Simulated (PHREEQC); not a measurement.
PHREEQC input (ion-association model, phreeqc.dat):

```
SOLUTION 1
  temp 25
  units mol/kgw
  pH 7 charge
END
SELECTED_OUTPUT 1
  -reset false
  -pH true
  -pe true
  -ionic_strength true
  -water true
  -totals Hdg Ntg
  -molalities H+ OH-
USER_PUNCH 1
  -headings p_Hdg(g) phi_Hdg(g) p_Ntg(g) phi_Ntg(g) p_H2O(g) phi_H2O(g) density
  10 PUNCH PR_P("Hdg(g)"), PR_PHI("Hdg(g)"), PR_P("Ntg(g)"), PR_PHI("Ntg(g)"), PR_P("H2O(g)"), PR_PHI("H2O(g)"), RHO
PRINT
  -reset false
USE solution 1
REACTION_TEMPERATURE 1
  80
GAS_PHASE 1
  -fixed_pressure
  -pressure 2
  -temperature 80
  -volume 20
  Hdg(g) 1.36
  Ntg(g) 0.64
  H2O(g) 0
END
# ... the last block is repeated for the other 12 points of P (atm)
```

Selected output (columns that matter, 13 of 13 rows; P (atm) added in front):

```
P (atm)	pH	mu	Hdg	Ntg	m_H+	m_OH-	p_Hdg(g)	phi_Hdg(g)	p_Ntg(g)	phi_Ntg(g)	p_H2O(g)	phi_H2O(g)	density
2	6.2942	5.0839e-07	0.00077486	0.00022336	5.0839e-07	5.0839e-07	1.0409	1.0013	0.49001	1.0012	0.46904	0.98908	0.97181
5	6.2937	5.09e-07	0.0022851	0.00065818	5.09e-07	5.09e-07	3.0777	1.0017	1.4489	1.0008	0.47343	0.98177	0.97191
10	6.2928	5.1001e-07	0.0047882	0.0013773	5.1001e-07	5.1001e-07	6.4725	1.003	3.0471	1.0009	0.48046	0.97045	0.97208
20	6.2911	5.1204e-07	0.0097429	0.002795	5.1204e-07	5.1204e-07	13.262	1.0059	6.2435	1.0013	0.49451	0.94881	0.97241
30	6.2894	5.1408e-07	0.01463	0.0041864	5.1408e-07	5.1408e-07	20.051	1.0089	9.4398	1.002	0.50867	0.9282	0.97274
40	6.2876	5.1614e-07	0.019452	0.0055526	5.1614e-07	5.1614e-07	26.841	1.012	12.636	1.0029	0.52296	0.90852	0.97307
50	6.2859	5.1821e-07	0.024209	0.0068945	5.1821e-07	5.1821e-07	33.63	1.0152	15.832	1.004	0.53737	0.88972	0.9734
75	6.2815	5.2345e-07	0.035828	0.01015	5.2345e-07	5.2345e-07	50.603	1.0234	23.823	1.0075	0.57388	0.84626	0.97422
100	6.2771	5.2878e-07	0.047072	0.013274	5.2878e-07	5.2878e-07	67.576	1.0319	31.813	1.0119	0.61099	0.80738	0.97505
150	6.2683	5.3969e-07	0.068505	0.019178	5.3968e-07	5.3968e-07	101.52	1.0499	47.794	1.0235	0.68655	0.74126	0.9767
200	6.2593	5.5094e-07	0.088637	0.024685	5.5094e-07	5.5094e-07	135.46	1.0692	63.774	1.0385	0.76326	0.68779	0.97835
300	6.2411	5.7451e-07	0.12542	0.034749	5.7451e-07	5.7451e-07	203.35	1.1115	95.733	1.0775	0.91762	0.60855	0.98165
400	6.2226	5.9951e-07	0.15812	0.043817	5.9951e-07	5.9951e-07	271.24	1.1583	127.69	1.1269	1.0702	0.55483	0.98493
```

At this temperature some constants are extrapolated from 25 °C, and those without enthalpy data are left unchanged.
